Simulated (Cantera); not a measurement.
Mixture: 3.75 % CO, 0.161 % H2, 4.50 % CH4, 19.2 % O2, 72.4 % N2, equivalence ratio 0.57, at 500000 Pa, adiabatic and at constant pressure. Ignition delay is the time to a rise of 400 K.

Model: GRI-Mech 3.0 (53 species, 325 reactions), integrated in Cantera.

Predict: delay at 1225 K; delay at 1325 K; delay at 1425 K; delay at 1525 K; delay at 1625 K; apparent activation energy between 1525 and 1625 K.


```json
{
 "delay at 1225 K": "4.38 ms",
 "delay at 1325 K": "1.32 ms",
 "delay at 1425 K": "0.451 ms",
 "delay at 1525 K": "0.175 ms",
 "delay at 1625 K": "77.6 µs",
 "apparent activation energy between 1525 and 1625 K": "170 kJ/mol"
}
```
